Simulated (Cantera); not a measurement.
**Low-pressure radical oxidation in H2/O2**

An isothermal, constant-pressure homogeneous reactor starts with 3.47 % H2, 96.5 % O2, equivalence ratio 0.018, at 1250 K and 1330 Pa.

Computed with Cantera and GRI-Mech 3.0 (53 species, 325 reactions). Radical loss at walls, strong at low pressure, is not modelled. The temperature is held fixed by assumption; the heat of reaction is taken as removed at once.

```
t (s)         x H2   x O2      x OH     x H2O     x HO2
--------  --------  -----  --------  --------  --------
2.00e-6     0.0347  0.965  4.32e-12    <1e-12  1.53e-10
1.03e-5     0.0347  0.965  1.04e-10  4.22e-12  7.87e-10
5.32e-5     0.0347  0.965   1.85e-9  4.23e-10   4.06e-9
0.000274    0.0347  0.965   2.85e-8   3.17e-8   2.10e-8
0.00141     0.0346  0.965   3.90e-5   7.28e-5   2.38e-7
0.00729   0.000421  0.937   0.00284    0.0312   2.19e-6
0.0376    0.000283  0.947   0.00234    0.0326   1.92e-6
0.194      6.67e-5  0.960   0.00114    0.0345   1.01e-6
1.00       4.76e-6  0.964  0.000307    0.0352   1.89e-7
```
x: mole fraction; the columns are a selection and need not sum to one.

Equilibrium at this temperature and pressure: H2 1.08e-8, O2 0.965, OH 1.48e-5, H2O 0.0354, HO2 1.45e-8 (gas phase only).
